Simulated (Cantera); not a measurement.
A closed system holds: 1 mol SiHCl3, 0.053 mol Cl2, 6.2 mol N2, held at 1077 °C and 13.3 mbar.

Equilibrium computed with Cantera from the NASA thermochemical tables; the gas is ideal and each condensed phase is pure. Candidate condensed phases: NH4Cl, Si, Si3N4; 28 gas species. N2 is the only nitrogen source here; it is nearly inert below about 1500 K, so the nitride shown seldom forms there in practice. The tables' values for SiCl3 are old estimates; treat these amounts as uncertain. Equilibrium is a limit: real reactors are often held back by kinetics, nucleation or transport.

Base state: N2 0.793, HCl 0.114, SiCl4 0.0597, SiCl2 0.0120, SiCl3 0.0120, H2 0.00931, SiHCl3 0.000279, Cl 2.04e-5 (mole fractions); condensed: Si3N4(s).

Task: What changes in the equilibrium state with this change: N2 from 6.2 to 96 mol?

Result: 
| species | before | after |
|---|---|---|
| N2 | 0.793 | 0.983 |
| HCl | 0.114 | 0.00972 |
| SiCl4 | 0.0597 | 0.00325 |
| SiCl3 | 0.0120 | 0.00130 |
| SiCl2 | 0.0120 | 0.00260 |
| SiHCl3 | 0.000279 | 5.15e-6 |
| H2 | 0.00931 | 0.000269 |
| Cl | 2.04e-5 | 1.02e-5 |
| Si3N4(s), mol | 0.123 | 0.101 |
